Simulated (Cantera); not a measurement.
An isothermal, constant-pressure homogeneous reactor starts with CH3OH : O2 : N2 = 0.012 : 0.0024 : 1 (molar parts), equivalence ratio 7.5, at 1098 K and 2.80 bar. Integrator tolerance rtol = 1e-08.

Computed with Cantera and GRI-Mech 3.0 (53 species, 325 reactions). GRI-Mech 3.0 was tuned for natural gas; its chemistry of methanol as a main component is partial and can be far from experiment.

Task: What does this change do: CH3OH 0.012 to 0.002 parts?

Result: 
```json
[
 {"quantity": "x(CH3OH) at 20.0 s", "before": "1.36e-12 (gas-phase equilibrium <1e-12)", "after": "<1e-12 (gas-phase equilibrium <1e-12)"},
 {"quantity": "x(O2) at 20.0 s", "before": "6.32e-8 (gas-phase equilibrium <1e-12)", "after": "1.84e-11 (gas-phase equilibrium <1e-12)"},
 {"quantity": "x(H2O2) at 20.0 s", "before": "<1e-12 (gas-phase equilibrium <1e-12)", "after": "<1e-12 (gas-phase equilibrium <1e-12)"},
 {"quantity": "x(NO2) at 20.0 s", "before": "<1e-12 (gas-phase equilibrium <1e-12)", "after": "<1e-12 (gas-phase equilibrium <1e-12)"},
 {"quantity": "x(HCO) at 20.0 s", "before": "2.67e-12 (gas-phase equilibrium <1e-12)", "after": "<1e-12 (gas-phase equilibrium <1e-12)"},
 {"quantity": "x(CO) at 20.0 s", "before": "0.0114 (gas-phase equilibrium 0.0100)", "after": "0.000635 (gas-phase equilibrium 0.000399)"},
 {"quantity": "x(C2H4) at 20.0 s", "before": "7.89e-7 (gas-phase equilibrium <1e-12)", "after": "<1e-12 (gas-phase equilibrium <1e-12)"}
]
```

Task: What does this change do: temperature 1098 to 1075 K?

Result: 
| quantity | before | after |
|---|---|---|
| x(CH3OH) at 20.0 s | 1.36e-12 (gas-phase equilibrium <1e-12) | 4.27e-12 (gas-phase equilibrium <1e-12) |
| x(O2) at 20.0 s | 6.32e-8 (gas-phase equilibrium <1e-12) | 1.82e-8 (gas-phase equilibrium <1e-12) |
| x(H2O2) at 20.0 s | <1e-12 (gas-phase equilibrium <1e-12) | <1e-12 (gas-phase equilibrium <1e-12) |
| x(NO2) at 20.0 s | <1e-12 (gas-phase equilibrium <1e-12) | <1e-12 (gas-phase equilibrium <1e-12) |
| x(HCO) at 20.0 s | 2.67e-12 (gas-phase equilibrium <1e-12) | 2.06e-12 (gas-phase equilibrium <1e-12) |
| x(CO) at 20.0 s | 0.0114 (gas-phase equilibrium 0.0100) | 0.0114 (gas-phase equilibrium 0.00997) |
| x(C2H4) at 20.0 s | 7.89e-7 (gas-phase equilibrium <1e-12) | 1.42e-6 (gas-phase equilibrium <1e-12) |
